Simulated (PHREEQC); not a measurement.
Make-up at 20 °C: 1.9 mmol/kgw FeCl3, 0.04 mmol/kgw CaCl2, 110 mmol/kgw HCl and 0.079 mmol/kgw NaCl. Closed to the air; pH follows from the charge balance.

The numbers come from PHREEQC with the ion-association model, phreeqc.dat.

```tsv
quantity	before	after
pH	1.04	1.04
FeCl+2 (mol/kgw)	0.000863	0.000640
Fe+3 (mol/kgw)	0.000832	0.00102
FeCl2+ (mol/kgw)	0.000182	0.000232
FeOH+2 (mol/kgw)	2.05e-5	9.64e-6
FeCl3 (mol/kgw)	1.19e-6	1.53e-6
SI of Goethite (FeOOH)	+0.09	-0.39
SI of Hematite (Fe2O3)	+2.17	+1.13
```

Question: Name the change that produced these shifts.
A. CaCl2 replaced by FeCl2 at the same molality
B. diluted 2-fold with water
C. temperature from 20 to 5 °C
D. CaCl2 replaced by MgCl2 at the same molality

Answer: C, temperature from 20 to 5 °C

This is a speciation only: nothing precipitates in the calculation. Some of these states are supersaturated (in Hematite (slow to form), Goethite (slow to form), for instance). At this temperature some constants are extrapolated from 25 °C, and those without enthalpy data are left unchanged.
